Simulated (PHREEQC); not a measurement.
# Nickel, zinc or cadmium bath: speciation

A solution holds 0.23 mol CdCl2, 0.0021 mol Na2SO4 and 0.045 mol MnSO4 per kg of water, at 10 °C. Closed to the air; pH follows from the charge balance.

Equilibrium calculation in PHREEQC: ion-association model, phreeqc.dat.

| Item | Result |
|---|---|
| pH | 5.42 |
| ionic strength | 0.347 mol/kgw |
| activity of water | 0.991 |
| density | 1.043 g/cm³ |

| species | molality | activity | log γ |
|---|---|---|---|
| Cl- | 0.203 | 0.138 | -0.167 |
| CdCl+ | 0.134 | 0.0990 | -0.133 |
| CdCl2 | 0.0498 | 0.0539 | 0.035 |
| Mn+2 | 0.0313 | 0.00893 | -0.545 |
| Cd+2 | 0.0268 | 0.00790 | -0.531 |
| SO4-2 | 0.0238 | 0.00582 | -0.612 |
| CdSO4 | 0.0111 | 0.0120 | 0.035 |
| MnCl+ | 0.00710 | 0.00503 | -0.150 |
| MnSO4 | 0.00631 | 0.00683 | 0.035 |
| CdCl3- | 0.00504 | 0.00371 | -0.133 |
| Na+ | 0.00409 | 0.00299 | -0.136 |
| Cd(SO4)2-2 | 0.00287 | 0.000846 | -0.531 |
| MnCl2 | 0.000281 | 0.000304 | 0.035 |

This is a speciation only: nothing precipitates in the calculation. Away from 25 °C the constants follow the database's enthalpies or fits; those with neither stay at their 25 °C values.
